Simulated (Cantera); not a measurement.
A perfectly stirred reactor is fed with 10.4 % CH4, 18.8 % O2, 70.8 % N2, equivalence ratio 1.1, at 1000000 Pa; it is adiabatic with a 625 K inlet, and is followed from long to short residence time, starting on the burning branch (τ in s: 0.092, 0.043, 0.02, 0.0095, 0.0045, 0.0021, 0.00098, 0.00046, 0.00022, 0.0001, 4.7e-05, 2.2e-05, 1e-05).

Computed with Cantera and GRI-Mech 3.0 (53 species, 325 reactions).

One state of this run: T (K) = 2282; x CH4 = 0.000413; x O2 = 0.00954; x H = 0.00319; x CO = 0.0382; x CH3 = 0.000232. x: mole fraction; the columns are a selection and need not sum to one.

Q: Which value of τ (s) does it belong to?
A. 0.0021
B. 2.2e-5
C. 4.7e-5
D. 1.0e-5

A: C, 4.7e-5
